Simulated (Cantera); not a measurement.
Input: 1 mol SiCl4, 0.42 mol O2, a varied amount of N2, equilibrated at 400 °C and 13.3 mbar.

Equilibrium computed with Cantera from the NASA thermochemical tables; the gas is ideal and each condensed phase is pure. Candidate condensed phases: Si, SiO2, Si2N2O, Si3N4; 23 gas species. Rates play no part.

x: gas mole fraction; n: condensed amount in mol.

```json
[
 {"n(N2) (mol)": "6.2", "x N2": "0.814", "x Cl2": "0.110", "x SiCl4": "0.0761", "x Cl": "8.17e-7", "n SiO2(α-quartz)": "0.420"},
 {"n(N2) (mol)": "16", "x N2": "0.918", "x Cl2": "?", "x SiCl4": "?", "x Cl": "?", "n SiO2(α-quartz)": "0.420"},
 {"n(N2) (mol)": "26", "x N2": "0.948", "x Cl2": "0.0306", "x SiCl4": "0.0212", "x Cl": "4.31e-7", "n SiO2(α-quartz)": "0.420"},
 {"n(N2) (mol)": "36", "x N2": "0.962", "x Cl2": "0.0224", "x SiCl4": "0.0155", "x Cl": "3.69e-7", "n SiO2(α-quartz)": "0.420"},
 {"n(N2) (mol)": "45", "x N2": "0.969", "x Cl2": "?", "x SiCl4": "?", "x Cl": "?", "n SiO2(α-quartz)": "0.420"},
 {"n(N2) (mol)": "55", "x N2": "0.975", "x Cl2": "0.0149", "x SiCl4": "0.0103", "x Cl": "3.00e-7", "n SiO2(α-quartz)": "0.420"},
 {"n(N2) (mol)": "65", "x N2": "0.979", "x Cl2": "0.0126", "x SiCl4": "0.00873", "x Cl": "2.77e-7", "n SiO2(α-quartz)": "0.420"},
 {"n(N2) (mol)": "75", "x N2": "0.981", "x Cl2": "0.0110", "x SiCl4": "0.00759", "x Cl": "2.58e-7", "n SiO2(α-quartz)": "0.420"},
 {"n(N2) (mol)": "84", "x N2": "0.983", "x Cl2": "0.00983", "x SiCl4": "0.00679", "x Cl": "2.44e-7", "n SiO2(α-quartz)": "0.420"}
]
```

Q: Complete the blanks.

A: 
- 16, x Cl2: 0.0482
- 16, x SiCl4: 0.0333
- 16, x Cl: 5.41e-7
- 45, x Cl2: 0.0181
- 45, x SiCl4: 0.0125
- 45, x Cl: 3.31e-7
